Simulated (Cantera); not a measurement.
Charge: 1 mol (CH3)2SiCl2, 0.0089 mol C2H4, 17 mol H2, equilibrated at 677 °C.

Method: chemical equilibrium by Gibbs-energy minimisation in Cantera with the NASA 1993 tables (ideal gas, pure condensed phases). Candidate condensed phases: C, C6H6, C7H8, C8H18, Si, SiC; 109 gas species. The feed counts by its element totals alone. Rates play no part.

Problem. What share of the Si ends up in condensed phases as a function of P (Pa), at 100, 240, 560, 1300, 3200, 7500, 18000, 42000, 100000?

Solution. 
```
P (Pa)  Si condensed (%)      as
------  ----------------  ------
100                 98.6  SiC(s)
240                 97.1  SiC(s)
560                 94.6  SiC(s)
1300                91.0  SiC(s)
3200                86.2  SiC(s)
7500                81.2  SiC(s)
18000               75.9  SiC(s)
42000               70.9  SiC(s)
100000              64.3  SiC(s)
```
